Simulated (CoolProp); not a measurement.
C3F8 (R218) along the isotherm 373.4 K: fugacity coefficient from the reference equation and from simpler models built on Tc = 345.0 K, pc = 26.40 bar, ω = 0.317; each cubic takes its own stable root.

Model: reference Helmholtz-energy equation of state, Lemmon 2006, in CoolProp. It is a short technical equation, of lower accuracy than the large ones.

```tsv
p (bar)	phase	reference	van der Waals	Redlich-Kwong	Soave-Redlich-Kwong
0.632	gas	0.9941	0.9941	0.9935	0.9939
0.928	gas	0.9914	0.9914	0.9905	0.9910
1.36	gas	0.9873	0.9874	0.9861	0.9868
2	gas	0.9814	0.9815	0.9796	0.9806
2.94	gas	0.9727	0.9728	0.9701	0.9716
4.31	gas	0.9600	0.9602	0.9562	0.9585
6.32	gas	0.9414	0.9418	0.9361	0.9394
9.28	gas	0.9142	0.9147	0.9068	0.9116
13.6	gas	0.8746	0.8753	0.8647	0.8717
20	gas	0.8162	0.8168	0.8034	0.8138
29.4	supercritical	0.7307	0.7287	0.7150	0.7312
43.1	supercritical	0.6098	0.5965	0.5903	0.6172
63.2	supercritical	0.4845	0.4837	0.4717	0.5007
92.8	supercritical	0.3949	0.4115	0.3882	0.4158
136	supercritical	0.3409	0.3775	0.3377	0.3642
200	supercritical	0.3198	0.3856	0.3178	0.3449
```
